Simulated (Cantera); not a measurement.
An adiabatic, constant-volume homogeneous reactor starts with 9.21 % CH4, 0.498 % C2H6, 9.58 % O2, 80.7 % N2, at 1298 K and 1.00 bar.

Cantera simulation using GRI-Mech 3.0 (53 species, 325 reactions); the numbers are that mechanism's predictions, not measurements.

x: mole fraction; the columns are a selection and need not sum to one.

| t (s) | T (K) | P (bar) | x CH4 | x C2H6 | x O2 | x CH3 | x C2H | x H2O2 |
|---|---|---|---|---|---|---|---|---|
| 9.00e-6 | 1298 | 1.000 | 0.0921 | 0.00497 | 0.0958 | 1.14e-6 | <1e-12 | 1.35e-10 |
| 2.45e-5 | 1298 | 1.000 | 0.0921 | 0.00497 | 0.0958 | 3.11e-6 | <1e-12 | 1.11e-9 |
| 6.66e-5 | 1298 | 1.000 | 0.0921 | 0.00497 | 0.0958 | … | <1e-12 | … |
| 0.000181 | 1298 | 1.000 | 0.0921 | 0.00496 | 0.0958 | 2.16e-5 | <1e-12 | 8.23e-8 |
| 0.000493 | 1298 | 1.000 | 0.0921 | 0.00493 | 0.0958 | … | <1e-12 | … |
| 0.00134 | 1299 | 1.00 | 0.0919 | 0.00485 | 0.0956 | 5.47e-5 | <1e-12 | 4.57e-7 |
| 0.00365 | 1303 | 1.00 | 0.0910 | 0.00461 | 0.0950 | 6.48e-5 | <1e-12 | 9.63e-7 |
| 0.00993 | 1388 | 1.08 | 0.0780 | 0.00315 | 0.0840 | 0.000251 | 4.66e-11 | 6.28e-6 |
| 0.0270 | 2145 | 1.83 | 6.43e-7 | <1e-12 | 1.45e-7 | 1.13e-7 | 1.74e-10 | 1.04e-10 |
| 0.0735 | 2146 | 1.83 | 1.02e-10 | <1e-12 | 1.50e-7 | 1.81e-11 | <1e-12 | 1.07e-10 |
| 0.200 | 2146 | 1.83 | 8.91e-11 | <1e-12 | 1.50e-7 | 1.59e-11 | <1e-12 | 1.08e-10 |

Task: Complete the blanks.

Result: 
- 6.66e-5, x CH3: 8.37e-6
- 6.66e-5, x H2O2: 1.00e-8
- 0.000493, x CH3: 4.50e-5
- 0.000493, x H2O2: 3.02e-7
